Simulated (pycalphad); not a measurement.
An equivalent pycalphad script:

```python
from pycalphad import Database, equilibrium, calculate, variables as v
import numpy as np
db = Database('COST507.tdb')
comps = ['AL', 'FE', 'VA']
phases = ['AL13FE4', 'AL2FE', 'AL5FE2', 'AL5FE4', 'BCC_B2', 'FCC_A1', 'LIQUID']
from pycalphad.mapping import BinaryStrategy
m = BinaryStrategy(db, comps, phases, {v.X('FE'): (0, 1, 0.02), v.T: (500, 2500, 10), v.P: 101325, v.N: 1})
m.do_map()
```

Source of the numbers: pycalphad with the COST 507 light-alloy database (1999); pressure 1 atm. The data set is of 1999 and partly superseded. Diffusion is slow at the low end, where real alloys seldom reach equilibrium.

Three-phase equilibria found:

```
type                        reaction on cooling   T (K)  Fe in phase 1 (at.%)  Fe in phase 2 (at.%)  Fe in phase 3 (at.%)
-----------  ----------------------------------  ------  --------------------  --------------------  --------------------
peritectic   liquid + ordered bcc (B2) → AL5FE4  1495.5                  40.6                  42.6                  48.4
eutectic               liquid → AL5FE2 + AL5FE4  1430.0                  28.6                  31.6                  36.6
peritectoid             AL5FE2 + AL5FE4 → AL2FE  1428.2                  28.6                  33.3                  36.6
peritectic            liquid + AL5FE2 → AL13FE4  1424.4                  24.2                  24.7                  28.6
eutectoid     AL5FE4 → AL2FE + ordered bcc (B2)  1368.2                  33.3                  40.4                  46.2
eutectic                 liquid → fcc + AL13FE4   927.1                  0.02                  0.89                  23.7
```

Phases 1 to 3 are ordered by rising Fe content. The map covers 500 K to 2500 K; reactions that its mapper missed or could not classify are not listed.

Database names, with the compositions (at.%) that they take in these runs: AL5FE4: Al 58-63 Fe 37-42; AL5FE2: Al 71 Fe 29; AL13FE4: Al 75 Fe 24; AL2FE: Al 67 Fe 33.
